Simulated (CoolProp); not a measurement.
cis-2-butene along the isotherm 521.9 K: Z from the reference equation and from simpler models built on Tc = 435.8 K, pc = 4236 kPa, ω = 0.202; each cubic takes its own stable root.

Computed with CoolProp (reference Helmholtz-energy equation of state, Lemmon 2005). It is a short technical equation, of lower accuracy than the large ones.

| p (kPa) | phase | reference | Redlich-Kwong | Peng-Robinson |
|---|---|---|---|---|
| 67 | gas | 0.9970 | 0.9968 | 0.9966 |
| 138 | gas | 0.9937 | 0.9935 | 0.9930 |
| 282 | gas | 0.9872 | 0.9866 | 0.9857 |
| 580 | gas | 0.9735 | 0.9723 | 0.9705 |
| 1190 | gas | 0.9450 | 0.9426 | 0.9394 |
| 2450 | gas | 0.8842 | 0.8789 | 0.8744 |
| 5020 | supercritical | 0.7535 | 0.7403 | 0.7432 |
| 10300 | supercritical | 0.5537 | 0.5582 | 0.5774 |
| 21200 | supercritical | 0.7013 | 0.7324 | 0.7005 |
